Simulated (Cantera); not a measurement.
Cantera run:

```python
import numpy as np
import cantera as ct

gas_names = """
    C CO CO2 C2 C2O C3 C3O2 C4 C5 O O2 O3 Pb PbO Pb2
""".split()
cond_names = """
    C(gr) Pb(cr) Pb(L) PbO(rd) PbO(yw) PbO(L) PbO2(s) Pb3O4(s)
""".split()


def load(file, names, dense=False):
    # The tables refer to 1 bar. Condensed volumes are neglected.
    table = {s.name: s for s in ct.Species.list_from_file(file)}
    out = []
    for n in names:
        d = dict(table[n].input_data)
        d["thermo"] = dict(d["thermo"], **{"reference-pressure": 1e5})
        if dense:
            d["equation-of-state"] = {"model": "constant-volume", "density": "1e6 g/cm^3"}
        out.append(ct.Species.from_dict(d))
    return out


gas = ct.Solution(thermo="ideal-gas", species=load("nasa_gas.yaml", gas_names))
cond = {s.name: ct.Solution(thermo="fixed-stoichiometry", species=[s], name=s.name)
        for s in load("nasa_condensed.yaml", cond_names, dense=True)}
atoms = {
    'PbO': {'Pb': 1, 'O': 1},
    'CO': {'C': 1, 'O': 1},
}
top_T = {'C(gr)': 4500, 'Pb3O4(s)': 820}  # K; cautious upper limits of use, not melting points


def equilibrate(T, P, feed):
    n = {}
    for name, mol in feed.items():
        for a, k in atoms[name].items():
            n[a] = n.get(a, 0.0) + k * mol
    gas.TPX = T, P, n
    mass = sum(n.values()) * gas.mean_molecular_weight
    gas.equilibrate("TP")
    valid = [c for c in cond.values() if c.min_temp <= T <= top_T.get(c.name, c.max_temp)]
    mix = ct.Mixture([(gas, mass / gas.mean_molecular_weight)] + [(c, 0.0) for c in valid])
    mix.T, mix.P = T, P
    mix.equilibrate("TP", solver="vcs", rtol=1e-11, max_steps=5000)
    return mix


results = []
feed = {'PbO': 1, 'CO': 0.6}  # mol
P = 100000  # Pa
for T in [1548, 1698, 1848, 1998, 2148, 2298, 2448, 2598]:
    mix = equilibrate(T, P, feed)
    results.append((T, P, feed, dict(zip(mix.species_names, mix.species_moles))))

top = {s: max(r[3][s] / sum(r[3][g] for g in gas_names) for r in results) for s in gas_names}
cols = sorted((s for s in top if top[s] > 1e-06), key=lambda s: -top[s])[:6]
seen = [c for c in cond_names if any(r[3].get(c, 0) > 1e-12 for r in results)]
print("log10 of partial pressures in bar; condensed amounts in mol")
print(f"{'T/K':>10s}" + "".join(f"{s[:9]:>10s}" for s in cols + seen))
for T, P, feed, n in results:
    ng = sum(n[g] for g in gas_names)
    print(f"{T:10.4g}" + "".join(f"{np.log10(max(n[s] / ng * P / 1e5, 1e-99)):10.3f}" for s in cols)
          + "".join(f"{n.get(c, 0):10.4g}" for c in seen))
```

Result:

```
log10 of partial pressures in bar; condensed amounts in mol
       T/K       CO2        Pb       PbO        CO        O2         O     Pb(L)    PbO(L)
      1548    -0.026    -1.415    -1.798    -2.482    -5.103    -7.669    0.5735     0.392
      1698    -0.107    -0.879    -1.098    -2.271    -4.018    -6.368    0.4953    0.3431
      1848    -0.432    -0.433    -0.595    -2.274    -3.268    -5.357         0         0
      1998    -0.439    -0.436    -0.591    -1.970    -2.711    -4.537         0         0
      2148    -0.452    -0.438    -0.591    -1.713    -2.236    -3.833         0         0
      2298    -0.472    -0.437    -0.602    -1.489    -1.847    -3.233         0         0
      2448    -0.505    -0.431    -0.629    -1.288    -1.546    -2.725         0         0
      2598    -0.556    -0.422    -0.671    -1.112    -1.320    -2.297         0         0
```

These are equilibrium values from Cantera (NASA tables, ideal gas, pure condensed phases), not measurements of a reactor. Each liquid is taken as pure. Mutual solubility and eutectic melting of coexisting phases are not modelled. Gases not in the tables: (PbO)n polymers.
